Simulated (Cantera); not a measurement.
An isothermal, constant-pressure homogeneous reactor starts with 2.08 % C₂H₄, 97.9 % H₂, at 1773 K and 1.01 bar.

Computed with Cantera and GRI-Mech 3.0 (53 species, 325 reactions). GRI-Mech 3.0 was tuned for natural gas; its chemistry of ethylene as a main component is partial and can be far from experiment. GRI-Mech 3.0 stops at C3 and has no aromatics, soot or wall deposition, so with more carbon than oxygen in the feed, carbon stays in small species such as C2H2 where larger ones or solid carbon would form.

x: mole fraction; the columns are a selection and need not sum to one.

| t (s) | x C₂H₄ | x H₂ | x CH₄ | x H | x C₂H | x CH₂ |
|---|---|---|---|---|---|---|
| 0.000600 | 0.00784 | 0.979 | 0.000154 | 0.000135 | 1.35e-8 | ___ |
| 0.00110 | 0.00236 | 0.979 | 0.000257 | 0.000176 | 2.51e-8 | 9.03e-10 |
| 0.00203 | 0.000621 | 0.979 | 0.000318 | 0.000240 | 3.76e-8 | 6.87e-10 |
| 0.00372 | 0.000542 | 0.979 | 0.000395 | 0.000292 | 4.57e-8 | ___ |
| 0.00684 | 0.000540 | 0.979 | 0.000550 | 0.000300 | 4.67e-8 | ___ |
| 0.0126 | 0.000536 | 0.979 | 0.000831 | 0.000297 | 4.60e-8 | ___ |
| 0.0231 | 0.000530 | 0.979 | 0.00133 | 0.000294 | 4.50e-8 | ___ |
| 0.0424 | 0.000519 | 0.978 | 0.00221 | 0.000290 | 4.35e-8 | ___ |
| 0.0780 | 0.000500 | 0.977 | 0.00364 | 0.000287 | 4.15e-8 | ___ |
| 0.143 | 0.000475 | 0.976 | 0.00566 | 0.000284 | 3.90e-8 | ___ |
| 0.263 | 0.000451 | 0.975 | 0.00763 | 0.000282 | 3.66e-8 | ___ |
| 0.484 | 0.000439 | 0.975 | 0.00854 | 0.000281 | 3.56e-8 | 1.58e-8 |
| 0.889 | 0.000438 | 0.975 | 0.00867 | 0.000281 | 3.55e-8 | 1.60e-8 |
| 1.63 | 0.000438 | 0.975 | 0.00867 | 0.000281 | 3.55e-8 | 1.60e-8 |
| 3.00 | 0.000438 | 0.975 | 0.00867 | 0.000281 | 3.55e-8 | 1.60e-8 |

### Question
Complete the blanks.

### Answer

- 0.000600, x CH₂: 1.89e-9
- 0.00372, x CH₂: 1.06e-9
- 0.00684, x CH₂: 1.42e-9
- 0.0126, x CH₂: 1.98e-9
- 0.0231, x CH₂: 2.94e-9
- 0.0424, x CH₂: 4.57e-9
- 0.0780, x CH₂: 7.18e-9
- 0.143, x CH₂: 1.08e-8
- 0.263, x CH₂: 1.42e-8
